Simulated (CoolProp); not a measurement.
Model: reference Helmholtz-energy equation of state, Lemmon 2006, in CoolProp. It is a short technical equation, of lower accuracy than the large ones.

Give the vapour pressure (MPa), vapour density (kg/m³), liquid cp (kJ/(kg K)), liquid viscosity (µPa s) of saturated C2F6 (R116) at 233.7, 267.7, 273.3 K.


```csv
T (K),p (MPa),vapour density (kg/m³),liquid cp (kJ/(kg K)),liquid viscosity (µPa s)
233.7,0.551,46.0,1.07,219
267.7,1.59,146,1.34,118
273.3,1.85,178,1.45,104
```

Viscosity comes from a separate model (Huber 2003), an estimate that may be off by 10 % or more.
